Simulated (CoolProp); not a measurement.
R123 at 289.84 K and 0.0132 MPa flows at 1.3 m/s in a round tube of 100 mm bore and 1.5 µm roughness, fully developed (64/Re and Nu = 3.66 if laminar; Colebrook and Gnielinski if turbulent). Each further row changes one setting.

Model: reference Helmholtz-energy equation of state, Younglove 1994, in CoolProp. It is a modified Benedict-Webb-Rubin equation, recast in Helmholtz form.

| case | Reynolds number | Darcy friction factor | pressure drop (Pa/m) | heat-transfer coefficient (W/(m² K)) | mass flow (kg/h) |
|---|---|---|---|---|---|
| as stated | 10500 | 0.0305 | 0.218 | 2.82 | 31.0 |
| velocity 2.6 m/s | 20900 | 0.0256 | 0.730 | 4.94 | 62.0 |
| diameter 200 mm | 20900 | 0.0256 | 0.0912 | 2.47 | 124 |

Viscosity comes from a separate model (Tanaka 1996). Thermal conductivity comes from a separate model (Laesecke 1996).
